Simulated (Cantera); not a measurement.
## Carbothermic reduction: Ta2O5 + CO + H2

Input: 1 mol Ta2O5, 0.68 mol CO, 4.3 mol H2, held at 625 °C.

Method: chemical equilibrium by Gibbs-energy minimisation in Cantera with the NASA 1993 tables (ideal gas, pure condensed phases). Candidate condensed phases: C, C6H6, C7H8, C8H18, H2O, Ta, TaC, Ta2O5; 113 gas species. Rates play no part.

```
P (Pa)    x H2     x CH4     x H2O     x CO     x CO2    x C2H6    x C2H4  x HCHO (formaldehyde)  n Ta2O5(s)  n C(graphite)
-------  -----  --------  --------  -------  --------  --------  --------  ---------------------  ----------  -------------
10       0.863   2.04e-5   3.48e-5    0.137   1.28e-5    <1e-12  1.90e-11               7.06e-12       1.000              0
100      0.863  0.000239  0.000297    0.136  0.000109  4.31e-12  2.60e-10               7.04e-11        1.00       0.000832
1000     0.861   0.00238   0.00288    0.132   0.00103  4.28e-10   2.58e-9               6.83e-10        1.00        0.00761
10000    0.840    0.0226    0.0228    0.107   0.00677   3.98e-8   2.46e-8                5.40e-9        1.00         0.0329
100000   0.728     0.117     0.104   0.0388    0.0129   1.22e-6   8.73e-8                1.69e-8        1.00              0
1000000  0.630     0.184     0.183  0.00166   0.00112   3.51e-6   2.89e-8                6.27e-9        1.00              0
```
x: gas mole fraction; n: condensed amount in mol.

At 0.0750 Torr the condensed part is Ta2O5(s). From 0.750 Torr to 75.0 Torr the condensed part is C(graphite) + Ta2O5(s). From 750 Torr to 7500 Torr the condensed part is Ta2O5(s).
